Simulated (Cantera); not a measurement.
Input (Python, Cantera) and output of one run.

```python
import numpy as np
import cantera as ct

gas_names = """
    H HO2 H2 H2O H2O2 Hg O OH O2 O3
""".split()
cond_names = """
    H2O(s) H2O(L) Hg(cr) Hg(L) HgO(s)
""".split()


# ... load() reads the species with a 1 bar reference pressure and builds the phases ...
atoms = {
    'HgO': {'Hg': 1, 'O': 1},
    'H2': {'H': 2},
}
top_T = {}  # K; cautious upper limits of use, not melting points


# ... equilibrate(T, P, feed) seeds the gas with the atoms and calls Mixture.equilibrate('TP', solver="vcs", rtol=1e-11, max_steps=5000) ...
results = []
T = 750  # K
P = 133.322  # Pa
for m in [0.14, 0.23, 0.38, 0.63, 1, 1.7, 2.8, 4.6, 7.6, 13]:
    feed = {'HgO': 1, 'H2': m}  # mol
    mix = equilibrate(T, P, feed)
    results.append((T, P, feed, dict(zip(mix.species_names, mix.species_moles))))

top = {s: max(r[3][s] / sum(r[3][g] for g in gas_names) for r in results) for s in gas_names}
cols = sorted((s for s in top if top[s] > 1e-05), key=lambda s: -top[s])[:7]
seen = [c for c in cond_names if any(r[3].get(c, 0) > 1e-12 for r in results)]
print("log10 of partial pressures in bar; condensed amounts in mol")
print(f"{'n(H2)':>10s}" + "".join(f"{s[:9]:>10s}" for s in cols + seen))
for T, P, feed, n in results:
    ng = sum(n[g] for g in gas_names)
    print(f"{feed['H2']:10.4g}" + "".join(f"{np.log10(max(n[s] / ng * P / 1e5, 1e-99)):10.3f}" for s in cols)
          + "".join(f"{n.get(c, 0):10.4g}" for c in seen))
```

Result:

```
log10 of partial pressures in bar; condensed amounts in mol
     n(H2)        H2        Hg       H2O        O2
      0.14   -16.563    -3.071    -3.925    -3.438
      0.23   -16.330    -3.083    -3.722    -3.498
      0.38   -16.075    -3.103    -3.523    -3.612
      0.63   -15.759    -3.134    -3.335    -3.867
         1   -11.585    -3.176    -3.176   -11.896
       1.7    -3.461    -3.306    -3.306   -28.405
       2.8    -3.200    -3.455    -3.455   -29.225
       4.6    -3.067    -3.623    -3.623   -29.827
       7.6    -2.990    -3.810    -3.810   -30.354
        13    -2.942    -4.021    -4.021   -30.873
```

These are equilibrium values from Cantera (NASA tables, ideal gas, pure condensed phases), not measurements of a reactor.
